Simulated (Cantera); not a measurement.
What does this Cantera script print?

```python
import numpy as np
import cantera as ct

gas_names = [...]  # 140 gases of nasa_gas.yaml made of C, Fe, H, N, O
cond_names = """
    C(gr) C6H6(L) C7H8(L) C8H18(L),n-octa Fe(a) Fe(c) Fe(d) Fe(L) FeC5O5(L) FeO(s) FeO(L) Fe(OH)2(s)
    Fe(OH)3(s) Fe2O3(s) Fe3O4(s) H2O(s) H2O(L)
""".split()


# ... load() reads the species with a 1 bar reference pressure and builds the phases ...
atoms = {
    'Fe3O4': {'Fe': 3, 'O': 4},
    'CH4': {'C': 1, 'H': 4},
    'N2': {'N': 2},
}
top_T = {'C(gr)': 4500, 'Fe2O3(s)': 1830, 'Fe3O4(s)': 1870}  # K; cautious upper limits of use, not melting points


# ... equilibrate(T, P, feed) seeds the gas with the atoms and calls Mixture.equilibrate('TP', solver="vcs", rtol=1e-11, max_steps=5000) ...
results = []
feed = {'Fe3O4': 1, 'CH4': 1.3, 'N2': 1.1}  # mol
for P in [10, 32, 100, 320, 1000, 3200, 10000, 32000, 100000, 320000, 1000000]:
    for T in [1123, 1273, 1423, 1573, 1723, 1873, 2023, 2173, 2323]:
        mix = equilibrate(T, P, feed)
        results.append((T, P, feed, dict(zip(mix.species_names, mix.species_moles))))

for T, P, feed, n in results:
    print(f"{T:7g} {P:10.4g}  " + (" + ".join(c for c in cond_names if n.get(c, 0) > 1e-12) or "gas only"))
```

It prints:

```
   1123         10  Fe(a) + FeO(s)
   1273         10  Fe(c) + FeO(s)
   1423         10  Fe(c) + FeO(s)
   1573         10  Fe(c) + FeO(s)
   1723         10  Fe(d) + FeO(L)
   1873         10  FeO(L)
   2023         10  gas only
   2173         10  gas only
   2323         10  gas only
   1123         32  Fe(a) + FeO(s)
   1273         32  Fe(c) + FeO(s)
   1423         32  Fe(c) + FeO(s)
   1573         32  Fe(c) + FeO(s)
   1723         32  Fe(d) + FeO(L)
   1873         32  FeO(L)
   2023         32  FeO(L)
   2173         32  gas only
   2323         32  gas only
   1123        100  Fe(a) + FeO(s)
   1273        100  Fe(c) + FeO(s)
   1423        100  Fe(c) + FeO(s)
   1573        100  Fe(c) + FeO(s)
   1723        100  Fe(d) + FeO(L)
   1873        100  Fe(L) + FeO(L)
   2023        100  FeO(L)
   2173        100  gas only
   2323        100  gas only
   1123        320  Fe(a) + FeO(s)
   1273        320  Fe(c) + FeO(s)
   1423        320  Fe(c) + FeO(s)
   1573        320  Fe(c) + FeO(s)
   1723        320  Fe(d) + FeO(L)
   1873        320  Fe(L) + FeO(L)
   2023        320  Fe(L) + FeO(L)
   2173        320  FeO(L)
   2323        320  gas only
   1123       1000  Fe(a) + FeO(s)
   1273       1000  Fe(c) + FeO(s)
   1423       1000  Fe(c) + FeO(s)
   1573       1000  Fe(c) + FeO(s)
   1723       1000  Fe(d) + FeO(L)
   1873       1000  Fe(L) + FeO(L)
   2023       1000  Fe(L) + FeO(L)
   2173       1000  FeO(L)
   2323       1000  FeO(L)
   1123       3200  Fe(a) + FeO(s)
   1273       3200  Fe(c) + FeO(s)
   1423       3200  Fe(c) + FeO(s)
   1573       3200  Fe(c) + FeO(s)
   1723       3200  Fe(d) + FeO(L)
   1873       3200  Fe(L) + FeO(L)
   2023       3200  Fe(L) + FeO(L)
   2173       3200  Fe(L) + FeO(L)
   2323       3200  FeO(L)
   1123      1e+04  Fe(a) + FeO(s)
   1273      1e+04  Fe(c) + FeO(s)
   1423      1e+04  Fe(c) + FeO(s)
   1573      1e+04  Fe(c) + FeO(s)
   1723      1e+04  Fe(d) + FeO(L)
   1873      1e+04  Fe(L) + FeO(L)
   2023      1e+04  Fe(L) + FeO(L)
   2173      1e+04  Fe(L) + FeO(L)
   2323      1e+04  Fe(L) + FeO(L)
   1123    3.2e+04  Fe(a) + FeO(s)
   1273    3.2e+04  Fe(c) + FeO(s)
   1423    3.2e+04  Fe(c) + FeO(s)
   1573    3.2e+04  Fe(c) + FeO(s)
   1723    3.2e+04  Fe(d) + FeO(L)
   1873    3.2e+04  Fe(L) + FeO(L)
   2023    3.2e+04  Fe(L) + FeO(L)
   2173    3.2e+04  Fe(L) + FeO(L)
   2323    3.2e+04  Fe(L) + FeO(L)
   1123      1e+05  Fe(a) + FeO(s)
   1273      1e+05  Fe(c) + FeO(s)
   1423      1e+05  Fe(c) + FeO(s)
   1573      1e+05  Fe(c) + FeO(s)
   1723      1e+05  Fe(d) + FeO(L)
   1873      1e+05  Fe(L) + FeO(L)
   2023      1e+05  Fe(L) + FeO(L)
   2173      1e+05  Fe(L) + FeO(L)
   2323      1e+05  Fe(L) + FeO(L)
   1123    3.2e+05  Fe(a) + FeO(s)
   1273    3.2e+05  Fe(c) + FeO(s)
   1423    3.2e+05  Fe(c) + FeO(s)
   1573    3.2e+05  Fe(c) + FeO(s)
   1723    3.2e+05  Fe(d) + FeO(L)
   1873    3.2e+05  Fe(L) + FeO(L)
   2023    3.2e+05  Fe(L) + FeO(L)
   2173    3.2e+05  Fe(L) + FeO(L)
   2323    3.2e+05  Fe(L) + FeO(L)
   1123      1e+06  Fe(a) + FeO(s)
   1273      1e+06  Fe(c) + FeO(s)
   1423      1e+06  Fe(c) + FeO(s)
   1573      1e+06  Fe(c) + FeO(s)
   1723      1e+06  Fe(d) + FeO(L)
   1873      1e+06  Fe(L) + FeO(L)
   2023      1e+06  Fe(L) + FeO(L)
   2173      1e+06  Fe(L) + FeO(L)
   2323      1e+06  Fe(L) + FeO(L)
```

Method: chemical equilibrium by Gibbs-energy minimisation in Cantera with the NASA 1993 tables (ideal gas, pure condensed phases). Each liquid is taken as pure. Mutual solubility and eutectic melting of coexisting phases are not modelled. The tables' stoichiometric FeO is somewhat more stable than real wüstite, so its field is too wide. FeO: taken at fixed stoichiometry.
